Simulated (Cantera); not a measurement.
Mixture: 22.6 % H₂, 15.3 % O₂, 57.4 % N₂, 4.74 % H₂O, equivalence ratio 0.74, at 4.93 atm, adiabatic and at constant pressure. Ignition delay is the time to a rise of 400 K.

Model: the H2/O2 subset of GRI-Mech 3.0, which has no nitrogen chemistry, integrated in Cantera. The hydrogen kinetics of GRI-Mech 3.0 are dated; newer H2 mechanisms differ, most at raised pressure.

Problem. Predict: delay at 1025 K; delay at 1175 K; delay at 1325 K; delay at 1475 K; apparent activation energy between 1400 and 1550 K.

Solution. 
```
Quantity                                               Result
--------------------------------------------------  ---------
delay at 1025 K                                       8.22 ms
delay at 1175 K                                      0.105 ms
delay at 1325 K                                       7.16 µs
delay at 1475 K                                       3.47 µs
apparent activation energy between 1400 and 1550 K  65 kJ/mol
```
